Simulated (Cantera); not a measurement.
A closed system holds: 1 mol Cu, 2.3 mol CO, 49 mol H2, at 1775 K and 7.50 Torr.

These are equilibrium values from Cantera (NASA tables, ideal gas, pure condensed phases), not measurements of a reactor. Candidate condensed phases: C, C6H6, C7H8, C8H18, Cu, CuO, Cu(OH)2, Cu2O, H2O; 113 gas species. Kinetics and transport are ignored.

Base state: H2 0.934, CO 0.0439, Cu 0.0191, H 0.00280, Cu2 1.55e-5 (mole fractions); condensed: gas only.

Q: What changes in the equilibrium state with this change: temperature from 1775 K to 1300 K?

A: 
```csv
species,before,after
H2,0.934,0.955
CO,0.0439,0.0448
CH4,5.19e-7,1.69e-5
Cu,0.0191,1.58e-5
H,0.00280,1.08e-5
Cu2,1.55e-5,1.30e-9
H2O,1.87e-6,1.65e-5
"Cu(s), mol",0,0.999
```
